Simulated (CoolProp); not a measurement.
A single-stage vapour-compression cycle with the fluid: evaporating at 249.15 K (dew point), condensing at 288.15 K (bubble point), superheat 2 K, subcooling 8 K, compressor efficiency 0.75, no pressure losses. The same conditions are run with several fluids, on thermodynamics alone (safety and materials aside).

Computed with CoolProp (reference Helmholtz-energy equation of state of each fluid (R236FA: Pan 2012; R404A: Lemmon 2003; n-butane: Bücker 2006; R152A: Outcalt 1996; R134a: Tillner-Roth 1994; fluoroethane (R161): Wu 2012)). Blends and air are pseudo-pure fits.

```
fluid                cooling COP  pressure ratio  discharge temperature (K)  refrigerating effect (kJ/kg)  volumetric capacity (kJ/m³)
-------------------  -----------  --------------  -------------------------  ----------------------------  ---------------------------
R236FA                      4.30            5.37                      295.2                           135                          359
R404A                       4.09            3.71                      304.4                           145                         1900
n-butane                     ___             ___                      302.2                           338                          361
R152A                       4.35            4.32                      321.6                           280                          937
R134a                       4.31            4.39                      308.6                           176                         1000
fluoroethane (R161)         4.31            3.83                        ___                           347                         1530
```

### Question
What belongs in the gaps?

### Answer

- n-butane, cooling COP: 4.40
- n-butane, pressure ratio: 4.68
- fluoroethane (R161), discharge temperature (K): 325.3
